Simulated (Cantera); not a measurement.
Charge: 1 mol BCl₃, 3.4 mol N₂, held at 0.133 bar.

Equilibrium computed with Cantera from the NASA thermochemical tables; the gas is ideal and each condensed phase is pure. Candidate condensed phases: B, BN; 10 gas species. N₂ is the only nitrogen source here; it is nearly inert below about 1500 K, so the nitride shown seldom forms there in practice. Kinetics and transport are ignored. All values below are at 1027 °C.

Base state: N₂ 0.773, BCl₃ 0.227, Cl 4.03e-5 (mole fractions); condensed: gas only.

**Question.** What changes in the equilibrium state with this change: BCl₃ replaced by B?

**Answer.** 
```csv
species,before,after
N₂,0.773,1.00
BCl₃,0.227,0
Cl,4.03e-5,0
"BN(s), mol",0,1.00
```
